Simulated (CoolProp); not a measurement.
Aqueous potassium carbonate as a coolant, at 3 °C, 1 atm.

Model: Melinder's fits for secondary coolants, in CoolProp.

```csv
mass %,freezing point (°C),cp (kJ/(kg K)),Prandtl number,conductivity (W/(m K)),density (kg/m³)
5.4,-1.8,3.868,12.2,0.565,1052
9.5,(withheld),3.685,12.7,0.561,1091
13.5,(withheld),3.528,13.5,0.557,1130
17.6,-7.3,3.373,14.5,0.553,1172
21.6,-9.9,(withheld),15.9,0.549,1214
25.7,-13.5,3.073,17.9,0.545,1258
29.7,-18.2,(withheld),20.8,(withheld),1303
```

Fill in the missing entries.


- 9.5, freezing point (°C): -3.4
- 13.5, freezing point (°C): -5.2
- 21.6, cp (kJ/(kg K)): 3.223
- 29.7, cp (kJ/(kg K)): 2.940
- 29.7, conductivity (W/(m K)): 0.541
